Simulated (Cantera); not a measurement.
A closed system holds: 1 mol C₂H₅OH, 0.42 mol O₂, 70 mol H₂, 0.15 mol CO₂, equilibrated at 1600000 Pa.

Equilibrium computed with Cantera from the NASA thermochemical tables; the gas is ideal and each condensed phase is pure. Candidate condensed phases: C, C₆H₆, C₇H₈, C₈H₁₈, H₂O; 110 gas species. Kinetics and transport are ignored.

Q: At 1575 °C, list the 4 most abundant gas species with their mole fractions, and the condensed phases.

A: H₂ 0.970, CO 0.0276, CH₄ 0.00105, H₂O 0.000918. Condensed: gas only.
